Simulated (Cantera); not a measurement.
An isothermal, constant-pressure homogeneous reactor starts with 9.26 % C₂H₆, 88.0 % N₂, 2.78 % H₂O, at 1450 K and 0.0170 bar.

Computed with Cantera and GRI-Mech 3.0 (53 species, 325 reactions). GRI-Mech 3.0 stops at C3 and has no aromatics, soot or wall deposition, so with more carbon than oxygen in the feed, carbon stays in small species such as C2H2 where larger ones or solid carbon would form. Radical loss at walls, strong at low pressure, is not modelled.

x: mole fraction; the columns are a selection and need not sum to one.

| t (s) | x C₂H₆ | x H₂ | x CH₃ | x C₂H₂ | x H |
|---|---|---|---|---|---|
| 0.000200 | 0.0918 | 7.32e-5 | 0.00111 | 8.26e-9 | 1.01e-5 |
| 0.000843 | 0.0851 | ___ | ___ | ___ | ___ |
| 0.00356 | 0.0445 | 0.0313 | 0.00559 | 0.00258 | 0.000178 |
| 0.0150 | 0.00230 | 0.0767 | 0.00134 | 0.0259 | 0.000160 |
| 0.0632 | 4.81e-5 | 0.0984 | 0.000221 | 0.0467 | 3.70e-5 |
| 0.267 | 5.17e-6 | 0.109 | 7.32e-5 | 0.0579 | 1.36e-5 |
| 1.12 | 3.79e-6 | 0.117 | 6.49e-5 | 0.0650 | 1.30e-5 |
| 4.74 | 3.69e-6 | 0.120 | 6.50e-5 | 0.0663 | 1.43e-5 |
| 20.0 | 2.43e-6 | 0.129 | 5.39e-5 | 0.0684 | 1.64e-5 |

Task: Some entries are withheld; supply them.

Result: 
- 0.000843, x H₂: 0.00347
- 0.000843, x CH₃: 0.00374
- 0.000843, x C₂H₂: 1.90e-5
- 0.000843, x H: 8.37e-5
